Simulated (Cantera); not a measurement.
A closed system holds: 1 mol Nb₂O₅, 1100 mol H₂, equilibrated at 750 Torr.

Cantera equilibrium calculation (NASA polynomials, part measured and part estimated; ideal gas, pure solids and liquids). Candidate condensed phases: H₂O, Nb, NbO, NbO₂, Nb₂O₅; 12 gas species. Mutual solubility and eutectic melting of coexisting phases are not modelled. NbO: taken at fixed stoichiometry. Condensed phases not in the tables: the oxides between NbO₂ and Nb₂O₅. Rates play no part. All values below are at 1575 K.

Base state: H₂ 0.998, H₂O 0.00222, H 4.15e-5 (mole fractions); condensed: NbO(s) + NbO₂(s).

**Question.** What changes in the equilibrium state with this change: Nb₂O₅ replaced by Ta₂O₅?

**Answer.** 
```tsv
species	before	after
H₂	0.998	1.000
H₂O	0.00222	0.000167
H	4.15e-5	4.16e-5
NbO(s), mol	1.44	0
NbO₂(s), mol	0.561	0
Ta(s), mol	0	0.0734
Ta₂O₅(s), mol	0	0.963
```
Condensed phases not in the tables: N, O or C dissolved in the metal. Further candidate phases: Ta, Ta₂O₅.
